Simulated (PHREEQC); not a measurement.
Make-up at 55 °C: 0.019 mol/kgw Pb(NO3)2, 0.086 mol/kgw MgSO4 and 0.0011 mol/kgw Na2SO4. Closed to the air; pH follows from the charge balance.

All values are PHREEQC results (ion-association model, phreeqc.dat), not measurements.

| Property | Value |
|---|---|
| pH | 5.30 |
| ionic strength | 0.169 mol/kgw |
| density | 1.001 g/cm³ |

```
species  molality  activity   log γ
-------  --------  --------  ------
MgSO4      0.0474    0.0493   0.017
Mg+2       0.0386    0.0130  -0.473
NO3-       0.0369    0.0257  -0.157
SO4-2      0.0274   0.00803  -0.534
PbSO4     0.00937   0.00974   0.017
Pb+2      0.00714   0.00216  -0.520
Na+       0.00210   0.00156  -0.129
```

No solid was allowed to form. The solution is supersaturated, for example in Anglesite, Pb(OH)2, so a real one may precipitate; this is no full list. Species that the database lacks are ignored. Away from 25 °C the constants follow the database's enthalpies or fits; those with neither stay at their 25 °C values.
